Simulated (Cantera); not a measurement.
Cantera run, input and output.

```python
import numpy as np
import cantera as ct

gas = ct.Solution("gri30.yaml")
gas.TPX = 1175, 2000000, {'CH4': 1, 'O2': 0.952, 'N2': 3.58}
reactor = ct.IdealGasConstPressureReactor(gas, energy="on", clone=False)
net = ct.ReactorNet([reactor])
net.rtol, net.atol = 1e-08, 1e-16
show = ['CH4', 'O2', 'HO2', 'CO', 'H2O', 'CH2', 'O']
times = np.geomspace(5e-06, 1, 16)

steps = ct.SolutionArray(gas, extra=["t"])
rows = []
print(f"{'t/s':>10s}{'T/K':>9s}{'P/Pa':>11s}" + "".join(f"{s:>11s}" for s in show))
for t in times:
    while net.time < t:
        t_next = net.step()
        steps.append(gas.state, t=t_next)
    rows.append([np.interp(t, steps.t, y) for y in (steps.T, steps.P, *steps(*show).X.T)])
    print(f"{t:10.3e}{rows[-1][0]:9.1f}{rows[-1][1]:11.4g}" + "".join(f"{x:11.3e}" for x in rows[-1][2:]))
rate = np.gradient(steps.T, steps.t)
print("integrator steps:", len(steps.t))
if steps.T.max() > steps.T[0] + 200:
    print(f"time of steepest temperature rise: {steps.t[rate.argmax()]:.4e} s")
gas.TPX = 1175, 2000000, {'CH4': 1, 'O2': 0.952, 'N2': 3.58}
gas.equilibrate("HP")
print(f"equilibrium (HP): T = {gas.T:.1f} K  " + "  ".join(f"{s} {gas[s].X[0]:.3e}" for s in show))
```

It prints:

```
       t/s      T/K       P/Pa        CH4         O2        HO2         CO        H2O        CH2          O
 5.000e-06   1175.0      2e+06  1.808e-01  1.721e-01  8.443e-08  8.510e-13  4.450e-09  5.391e-17  7.403e-12
 1.128e-05   1175.0      2e+06  1.808e-01  1.721e-01  1.803e-07  1.067e-11  2.685e-08  3.414e-16  1.818e-11
 2.546e-05   1175.0      2e+06  1.808e-01  1.721e-01  3.599e-07  1.490e-10  1.801e-07  2.632e-15  4.973e-11
 5.743e-05   1175.0      2e+06  1.808e-01  1.721e-01  6.183e-07  2.621e-09  1.309e-06  2.437e-14  1.532e-10
 1.296e-04   1175.0      2e+06  1.808e-01  1.721e-01  8.157e-07  5.353e-08  8.306e-06  1.298e-13  3.628e-10
 2.924e-04   1175.2      2e+06  1.807e-01  1.721e-01  1.006e-06  6.785e-07  3.338e-05  2.039e-13  4.604e-10
 6.598e-04   1175.6      2e+06  1.806e-01  1.720e-01  1.503e-06  5.627e-06  1.083e-04  3.099e-13  5.815e-10
 1.489e-03   1177.3      2e+06  1.802e-01  1.717e-01  3.106e-06  4.751e-05  4.071e-04  7.768e-13  9.964e-10
 3.359e-03   1195.8      2e+06  1.767e-01  1.691e-01  1.560e-05  9.162e-04  3.572e-03  1.372e-11  6.165e-09
 7.579e-03   2206.8      2e+06  5.743e-06  3.109e-08  1.058e-10  1.351e-01  1.205e-01  1.451e-09  1.119e-07
 1.710e-02   2206.8      2e+06  3.540e-08  3.110e-08  1.058e-10  1.351e-01  1.205e-01  9.267e-12  1.120e-07
 3.858e-02   2206.8      2e+06  3.530e-08  3.110e-08  1.058e-10  1.351e-01  1.205e-01  9.239e-12  1.120e-07
 8.706e-02   2206.8      2e+06  3.524e-08  3.110e-08  1.058e-10  1.351e-01  1.205e-01  9.221e-12  1.120e-07
 1.964e-01   2206.8      2e+06  3.522e-08  3.110e-08  1.058e-10  1.351e-01  1.205e-01  9.215e-12  1.120e-07
 4.432e-01   2206.8      2e+06  3.522e-08  3.110e-08  1.058e-10  1.351e-01  1.205e-01  9.214e-12  1.120e-07
 1.000e+00   2206.8      2e+06  3.522e-08  3.110e-08  1.058e-10  1.351e-01  1.205e-01  9.214e-12  1.120e-07
integrator steps: 2563
time of steepest temperature rise: 4.3056e-03 s
equilibrium (HP): T = 2206.8 K  CH4 3.913e-08  O2 3.110e-08  HO2 1.058e-10  CO 1.351e-01  H2O 1.205e-01  CH2 1.021e-11  O 1.120e-07
```

Cantera simulation using GRI-Mech 3.0 (53 species, 325 reactions); the numbers are that mechanism's predictions, not measurements. The pressure lies above the range GRI-Mech 3.0 was tuned for (to about 10 atm).
